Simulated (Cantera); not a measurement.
# Adiabatic ignition

An adiabatic, constant-volume homogeneous reactor starts with 6.18 % CH₃OH, 19.7 % O₂, 74.1 % N₂, at 1150 K and 5.00 bar.

Model: GRI-Mech 3.0 (53 species, 325 reactions), integrated in Cantera. GRI-Mech 3.0 was tuned for natural gas; its chemistry of methanol as a main component is partial and can be far from experiment.

| t (s) | T (K) | P (bar) | x CH₃OH | x O₂ | x NO | x C₂H | x H₂O₂ |
|---|---|---|---|---|---|---|---|
| 2.00e-6 | 1150 | 5.00 | 0.0618 | 0.197 | <1e-12 | <1e-12 | <1e-12 |
| 5.51e-6 | 1150 | 5.00 | 0.0618 | 0.197 | <1e-12 | <1e-12 | <1e-12 |
| 1.52e-5 | 1150 | 5.00 | 0.0618 | 0.197 | <1e-12 | <1e-12 | <1e-12 |
| 4.18e-5 | 1150 | 5.00 | 0.0618 | 0.197 | <1e-12 | <1e-12 | 2.00e-11 |
| 0.000115 | 1150 | 5.00 | 0.0618 | 0.197 | <1e-12 | <1e-12 | 4.25e-10 |
| 0.000317 | 1150 | 5.00 | 0.0618 | 0.197 | <1e-12 | <1e-12 | 6.90e-9 |
| 0.000875 | 1150 | 5.00 | 0.0618 | 0.197 | <1e-12 | <1e-12 | 7.99e-8 |
| 0.00241 | 1150 | 5.00 | 0.0617 | 0.197 | <1e-12 | <1e-12 | 8.39e-7 |
| 0.00664 | 1180 | 5.16 | 0.0543 | 0.192 | <1e-12 | <1e-12 | 0.000786 |
| 0.0183 | 2409 | 10.8 | <1e-12 | 0.0952 | 0.00975 | <1e-12 | 6.80e-7 |
| 0.0504 | 2403 | 10.8 | <1e-12 | 0.0940 | 0.0123 | <1e-12 | 6.66e-7 |
| 0.139 | 2403 | 10.8 | <1e-12 | 0.0940 | 0.0123 | <1e-12 | 6.66e-7 |
| 0.383 | 2403 | 10.8 | <1e-12 | 0.0940 | 0.0123 | <1e-12 | 6.66e-7 |
| 1.05 | 2403 | 10.8 | <1e-12 | 0.0940 | 0.0123 | <1e-12 | 6.66e-7 |
| 2.90 | 2403 | 10.8 | <1e-12 | 0.0940 | 0.0123 | <1e-12 | 6.66e-7 |
| 8.00 | 2403 | 10.8 | <1e-12 | 0.0940 | 0.0123 | <1e-12 | 6.66e-7 |
x: mole fraction; the columns are a selection and need not sum to one.

- time of steepest temperature rise: 6.89 ms
- temperature at 8.00 s: 2403 K
- equilibrium temperature: 2403 K
- x(CH₃OH) at 8.00 s: <1e-12 (gas-phase equilibrium <1e-12)
- x(O₂) at 8.00 s: 0.0940 (gas-phase equilibrium 0.0940)
- x(NO) at 8.00 s: 0.0123 (gas-phase equilibrium 0.0123)
